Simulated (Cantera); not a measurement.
Input: 1 mol Si, 0.027 mol N₂O, 210 mol N₂, equilibrated at 1500 °C and 3.30e-5 bar.

These are equilibrium values from Cantera (NASA tables, ideal gas, pure condensed phases), not measurements of a reactor. Candidate condensed phases: Si, SiO₂, Si₂N₂O, Si₃N₄; 16 gas species. The tables' values for SiN are old estimates; treat these amounts as uncertain. Equilibrium is a limit: real reactors are often held back by kinetics, nucleation or transport.

Base state: N₂ 0.995, Si 0.00459, SiO 0.000128, SiN 1.26e-5 (mole fractions); condensed: gas only.

**Question.** What changes in the equilibrium state with this change: temperature from 1500 °C to 975 °C?

**Answer.** 
```tsv
species	before	after
N₂	0.995	1.000
SiO	0.000128	2.47e-6
Si	0.00459	5.53e-9
SiN	1.26e-5	<1e-9
Si₂N₂O(s), mol	0	0.0265
Si₃N₄(s), mol	0	0.316
```
Mutual solubility and eutectic melting of coexisting phases are not modelled.
